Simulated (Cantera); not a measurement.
Input: 1 mol Si, 0.37 mol CO2, 150 mol H2, at 648.15 K and 133 Pa.

These are equilibrium values from Cantera (NASA tables, ideal gas, pure condensed phases), not measurements of a reactor. Candidate condensed phases: C, C6H6, C7H8, C8H18, H2O, Si, SiC, SiO2; 123 gas species. Equilibrium is a limit: real reactors are often held back by kinetics, nucleation or transport.

Base state: H2 1.00 (mole fractions); condensed: Si(s) + SiC(s) + SiO2(α-quartz).

Question: What changes in the equilibrium state with this change: temperature from 648.15 K to 1448 K?

Answer: 
| species | before | after |
|---|---|---|
| H2 | 1.00 | 0.995 |
| SiO | <1e-9 | 0.00454 |
| CO | <1e-9 | 0.000366 |
| H | <1e-9 | 0.000252 |
| Si(s), mol | 0.260 | 0 |
| SiC(s), mol | 0.370 | 0.315 |
| SiO2(α-quartz), mol | 0.370 | 0 |

Question: What changes in the equilibrium state with this change: temperature from 648.15 K to 1498 K?

Answer: 
```tsv
species	before	after
H2	1.00	0.995
SiO	<1e-9	0.00454
H	<1e-9	0.000469
CO	<1e-9	0.000368
Si(s), mol	0.260	0
SiC(s), mol	0.370	0.315
SiO2(α-quartz), mol	0.370	0
```
